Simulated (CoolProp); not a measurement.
Vapour-liquid equilibrium of benzene (1) + ethylbenzene (2) at 406 K; x and y are mole fractions of (1).

Model: multi-fluid Helmholtz-energy mixture model, Thol 2012 and Zhou 2012; pair parameters Bell 2016, in CoolProp.

```tsv
x	bubble pressure (MPa)	y at the bubble point	dew pressure at overall composition x (MPa)	liquid density (mol/L)
0.05	0.1049	0.157	0.09622	7.292
0.2	0.1441	0.476	0.1089	7.603
0.35	0.1867	0.669	0.1256	7.934
0.5	0.2328	0.796	0.1483	8.286
0.65	0.2821	0.883	0.1814	8.659
0.8	0.3337	0.944	0.2348	9.055
0.95	0.3864	0.988	0.3395	9.473
```

No azeotrope shows between x = 0.05 and 0.95.

The pair parameters rest on a limited set of measurements; away from them the model extrapolates.
